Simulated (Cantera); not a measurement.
## Thermodynamics of fluorocarbon and chlorocarbon gases, feed CH₂F₂ + HCl + H₂

Feed: 1 mol CH₂F₂, 2.4 mol HCl, 0.093 mol H₂, at 1673 K.

Cantera equilibrium calculation (NASA polynomials, part measured and part estimated; ideal gas, pure solids and liquids). Candidate condensed phases: C, C₆H₆, C₇H₈, C₈H₁₈; 118 gas species. Kinetics and transport are ignored.

From 1.00 Pa to 1.00 bar the condensed part is C(graphite). The main C-bearing gas is C₂H₂ (acetylene) throughout.

| P (Pa) | x HCl | x HF | x Cl | x H₂ | n C(graphite) |
|---|---|---|---|---|---|
| 1 | 0.456 | 0.430 | 0.0598 | 0.0460 | 1.000 |
| 10 | 0.502 | 0.439 | 0.0250 | 0.0319 | 1.000 |
| 100 | 0.522 | 0.443 | 0.00930 | 0.0250 | 1.000 |
| 1000 | 0.530 | 0.444 | 0.00317 | 0.0222 | 1.000 |
| 10000 | 0.533 | 0.445 | 0.00103 | 0.0212 | 1.000 |
| 100000 | 0.534 | 0.445 | 0.000329 | 0.0209 | 1.000 |
x: gas mole fraction; n: condensed amount in mol.
